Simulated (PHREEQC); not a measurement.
0.031 g of hydrous ferric oxide (600 m²/g; 0.2 weak and 0.005 strong sites per Fe, Dzombak-Morel constants, diffuse double layer) in 1 kg of water with 0.001 mol/kgw of an inert sodium salt and 0.026 mmol/kgw Na2HAsO4 and 0.00013 mmol/kgw Na2SeO4, at 25 °C; the pH is set by adding NaOH or the inert anion's acid. Oxygen alone is held at its pressure in air (log pO2 = -0.68). No CO2 enters from the air. Nothing may precipitate in this run.

The series has 17 steps of pH, from 4 to 12.

The numbers come from PHREEQC with the ion-association model, wateq4f.dat.

Question: Near which pH is half of the As sorbed, and on which side is more sorbed?

Answer: Near pH 8.4, with more sorbed at lower pH.

Question: Near which pH is half of the Se sorbed, and on which side is more sorbed?

Answer: Near pH 5.0, with more sorbed at lower pH.

Question: At which pH does the surface charge pass through zero?

Answer: Near pH 7.0.

Species that the database lacks are ignored.
